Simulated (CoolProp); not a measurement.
A simple Rankine cycle with R134a: condensing at 305.15 K, boiler at 2.37 MPa, turbine inlet 350.3 K, turbine efficiency 0.9, pump efficiency 0.6, no recuperator. Each further row changes one setting.

Values from CoolProp's reference Helmholtz-energy equation of state, Tillner-Roth 1994.

| case | thermal efficiency (%) | net work (kJ/kg) | heat in (kJ/kg) | turbine exit temperature (K) | volume ratio over the turbine |
|---|---|---|---|---|---|
| as stated | 8.9 | 16.4 | 186 | 305.2 | 3.23 |
| turbine inlet 370.3 K | [?] | 19.8 | 214 | 327.7 | 3.04 |
| condensing temperature 297.15 K | [?] | [?] | 197 | 297.1 | 4.09 |
| boiler pressure 1.66 MPa | 6.5 | 13.2 | 203 | 323.0 | [?] |
| turbine efficiency 0.8 | [?] | 14.4 | 186 | 305.3 | 3.27 |

Question: Fill in the missing entries.

Answer: 
- turbine inlet 370.3 K, thermal efficiency (%): 9.2
- condensing temperature 297.15 K, thermal efficiency (%): 10.4
- condensing temperature 297.15 K, net work (kJ/kg): 20.5
- boiler pressure 1.66 MPa, volume ratio over the turbine: 2.08
- turbine efficiency 0.8, thermal efficiency (%): 7.7

The expansion ends wet for: as stated; condensing temperature 297.15 K.
